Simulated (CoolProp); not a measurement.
n-dodecane along the isotherm 386.7 K: density (kg/m³) from the reference equation and from simpler models built on Tc = 658.1 K, pc = 1818 kPa, ω = 0.574; each cubic takes its own stable root.

Model: reference Helmholtz-energy equation of state, Lemmon 2004, in CoolProp. It is a short technical equation, of lower accuracy than the large ones.

| p (kPa) | phase | reference |
|---|---|---|
| 195 | liquid | 679.8 |
| 389 | liquid | 680.1 |
| 584 | liquid | 680.3 |
| 779 | liquid | 680.5 |
| 974 | liquid | 680.8 |
| 1170 | liquid | 681.0 |
| 1360 | liquid | 681.3 |
| 1560 | liquid | 681.5 |
| 1750 | liquid | 681.8 |
| 1950 | liquid | 682.0 |
| 2140 | liquid | 682.2 |
| 2340 | liquid | 682.5 |
| 2530 | liquid | 682.7 |
| 2730 | liquid | 683.0 |

**Question.** How far does each simpler model (van der Waals, Peng-Robinson) lie from the reference over these 14 states: mean and median of the absolute difference, and the worst?

**Answer.** 
- van der Waals: mean 47.6 %, median 47.5 %, worst -48.2 % at 386.7 K and 195 kPa
- Peng-Robinson: mean 8.2 %, median 8.2 %, worst -8.2 % at 386.7 K and 195 kPa
